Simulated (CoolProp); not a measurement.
Dimethyl carbonate along the isobar 17.2 MPa: Z from the reference equation and from simpler models built on Tc = 283.9 °C, pc = 4.909 MPa, ω = 0.346; each cubic takes its own stable root.

The numbers come from the reference Helmholtz-energy equation of state, Zhou 2011 in CoolProp.

| T (°C) | phase | reference | Soave-Redlich-Kwong | Peng-Robinson |
|---|---|---|---|---|
| 43.45 | liquid | 0.5575 | 0.6255 | 0.5570 |
| 50.65 | liquid | 0.5497 | 0.6156 | 0.5481 |
| 57.85 | liquid | 0.5424 | 0.6064 | 0.5397 |
| 65.15 | liquid | 0.5354 | 0.5975 | 0.5317 |
| 72.35 | liquid | 0.5288 | 0.5893 | 0.5242 |
| 79.55 | liquid | 0.5227 | 0.5816 | 0.5173 |
| 86.85 | liquid | 0.5168 | 0.5742 | 0.5107 |
| 94.05 | liquid | 0.5113 | 0.5675 | 0.5045 |
| 101.25 | liquid | 0.5062 | 0.5611 | 0.4988 |
| 108.55 | liquid | 0.5013 | 0.5551 | 0.4934 |
| 115.75 | liquid | 0.4967 | 0.5497 | 0.4885 |
| 122.95 | liquid | 0.4925 | 0.5446 | 0.4839 |
| 130.25 | liquid | 0.4885 | 0.5398 | 0.4797 |
| 137.45 | liquid | 0.4848 | 0.5355 | 0.4758 |
| 144.65 | liquid | 0.4814 | 0.5316 | 0.4723 |
| 151.95 | liquid | 0.4782 | 0.5280 | 0.4691 |
